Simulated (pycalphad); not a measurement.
An equivalent pycalphad script:

```python
from pycalphad import Database, equilibrium, calculate, variables as v
import numpy as np
db = Database('COST507.tdb')
comps = ['HF', 'C', 'VA']
phases = ['BCC_A2', 'FCC_A1', 'GRAPHITE', 'HCP_A3', 'LIQUID']
eq = equilibrium(db, comps, phases, {v.X('C'): 0.004, v.T: np.arange(3300, 499, -100), v.P: 101325, v.N: 1}, output=['HM', 'SM'])
```

Source of the numbers: pycalphad with the COST 507 light-alloy database (1999); pressure 1 atm. These are 1990s assessments: newer ones move some temperatures and phases. Phase fractions are per mole of atoms. Kinetics are ignored, which matters at the lower temperatures.

Results at three of the temperatures:

```
T = 2500.00 K, P = 101325 Pa, N = 1 mol of atoms
G = -202045 J/mol, H = 104667 J/mol, S = 122.68 J/(mol K)  (SER reference)
chemical potentials (J/mol): Hf -201309, C -385261
phase             fraction      x(Hf)       x(C)
LIQUID              1.0000     0.9960     0.0040
```

```
T = 1500.00 K, P = 101325 Pa, N = 1 mol of atoms
G = -100331 J/mol, H = 35340 J/mol, S = 90.45 J/(mol K)  (SER reference)
chemical potentials (J/mol): Hf -99375, C -338297
phase             fraction      x(Hf)       x(C)
HCP_A3              1.0000     0.9960     0.0040
```

```
T = 700.00 K, P = 101325 Pa, N = 1 mol of atoms
G = -36672 J/mol, H = 9886 J/mol, S = 66.51 J/(mol K)  (SER reference)
chemical potentials (J/mol): Hf -35695, C -279820
phase             fraction      x(Hf)       x(C)
HCP_A3              1.0000     0.9960     0.0040
```

Changes of the phase set, refined by bisection:

```csv
T (K),phases above,phases below
2499.2,LIQUID,BCC_A2 + LIQUID
2483.3,BCC_A2 + LIQUID,BCC_A2
2428.9,BCC_A2,BCC_A2 + HCP_A3
2043.5,BCC_A2 + HCP_A3,HCP_A3
```

BCC_A2 is bcc; HCP_A3 is hcp. The fcc model also describes the rock-salt carbide or nitride (TiC, TiN, HfC).
